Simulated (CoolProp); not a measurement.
Saturation properties of R22 (Tc = 369.3 K, pc = 49.90 bar, ω = 0.221).

Values from CoolProp's reference Helmholtz-energy equation of state, Kamei 1995.

| T (K) | p (bar) | liquid density (kg/m³) | vapour density (kg/m³) |
|---|---|---|---|
| 210.7 | 0.3254 | 1470 | 1.632 |
| 214.3 | 0.4004 | 1460 | 1.980 |
| 218 | 0.4915 | 1450 | (withheld) |
| 221.6 | 0.5955 | 1440 | 2.865 |
| 225.3 | 0.7199 | 1429 | 3.419 |
| 229 | 0.8642 | 1419 | 4.054 |
| 232.6 | 1.026 | 1408 | 4.758 |
| 236.3 | (withheld) | 1398 | (withheld) |
| 239.9 | (withheld) | 1387 | (withheld) |
| 243.6 | 1.670 | 1376 | 7.511 |
| 247.3 | 1.946 | 1365 | 8.673 |
| 250.9 | 2.247 | 1354 | 9.933 |
| 254.6 | 2.593 | 1342 | 11.37 |
| 258.3 | (withheld) | 1330 | 12.97 |

Task: Fill in the missing entries.

Result: 
- 218, vapour density (kg/m³): 2.396
- 236.3, p (bar): 1.216
- 236.3, vapour density (kg/m³): 5.576
- 239.9, p (bar): 1.426
- 239.9, vapour density (kg/m³): 6.474
- 258.3, p (bar): 2.978

It boils at 232.3 K under 1 atm.
